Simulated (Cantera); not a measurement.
Cantera with NASA thermochemical tables; ideal gases at 1 bar, condensed phases pure. Values are per mole of reaction as written; species without (g) are pure solids or liquids, kept so even where they would boil at 1 bar. ZrN: taken at fixed stoichiometry.

Q: Between 1398 and 1648 K, where is each reaction favourable under standard conditions?
- O2(g) + 4 ZrN + 6 H2O(g) = 4 NH3(g) + 4 ZrO2(g)
- 2 NO(g) + 2 ZrO2(g) = 3 O2(g) + 2 ZrN

A: 
- O2(g) + 4 ZrN + 6 H2O(g) = 4 NH3(g) + 4 ZrO2(g): ΔG° is 1121 kJ at 1398 K and 1050 kJ at 1648 K; it stays positive (K < 1). ΔH° is 1515 kJ and ΔS° 282 J/K at 1648 K.
- 2 NO(g) + 2 ZrO2(g) = 3 O2(g) + 2 ZrN: ΔG° is 20 kJ at 1398 K and 78 kJ at 1648 K; it stays positive (K < 1). ΔH° is -301 kJ and ΔS° -230 J/K at 1648 K.
